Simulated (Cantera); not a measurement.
A freely propagating, adiabatic, planar premixed flame of H₂ : O₂ : N₂ = 1 : 0.227 : 0.855 (molar parts), unburnt at 573 K and 1650 Torr; mixture-averaged transport, grid criteria slope 0.08 and curve 0.16, no radiation.

Cantera simulation using the H2/O2 subset of GRI-Mech 3.0, which has no nitrogen chemistry; the numbers are that mechanism's predictions, not measurements. The hydrogen kinetics of GRI-Mech 3.0 are dated; newer H2 mechanisms differ, most at raised pressure. Burning velocities carry a grid error of a few per cent, more on coarse grids.

x: mole fraction of selected species; z is measured from the peak of heat release.

```
z (mm)   T (K)  u (m/s)   x H₂      x O₂       x H      x OH   x H₂O₂       x O
-------  -----  -------  -----  --------  --------  --------  -------  --------
-0.489     573     8.47  0.480     0.109     <1e-8     <1e-8    <1e-8     <1e-8
-0.326     573     8.47  0.480     0.109     <1e-8     <1e-8    <1e-8     <1e-8
-0.244     573     8.47  0.480     0.109     <1e-8     <1e-8    <1e-8     <1e-8
-0.163     573     8.47  0.480     0.109   3.76e-8     <1e-8    <1e-8     <1e-8
-0.0815    612     8.97  0.474     0.109  0.000261   9.55e-5  8.66e-6   1.54e-5
-0.0407    871     12.4  0.439     0.101   0.00737  0.000726  2.09e-5  0.000313
0            ?     17.6      ?         ?         ?         ?        ?         ?
0.0407    1541     21.2      ?         ?         ?   0.00332        ?         ?
0.0815    1669     22.9  0.255   0.00578    0.0720   0.00357  7.63e-7   0.00138
0.163     1780     24.3  0.254  0.000664    0.0640   0.00369  4.38e-7  0.000759
0.326     1890     25.6  0.263  0.000203    0.0496   0.00354  2.47e-7  0.000505
0.652     1990     26.7  0.272  0.000112    0.0354   0.00303  1.29e-7  0.000290
1.30      2073     27.6  0.279   5.26e-5    0.0235   0.00229  6.29e-8  0.000139
```

**Question.** Complete the blanks.

**Answer.** 
- 0, T (K): 1267
- 0, x H₂: 0.357
- 0, x O₂: 0.0687
- 0, x H: 0.0367
- 0, x OH: 0.00188
- 0, x H₂O₂: 4.25e-6
- 0, x O: 0.00217
- 0.0407, x H₂: 0.281
- 0.0407, x O₂: 0.0238
- 0.0407, x H: 0.0657
- 0.0407, x H₂O₂: 1.43e-6
- 0.0407, x O: 0.00253
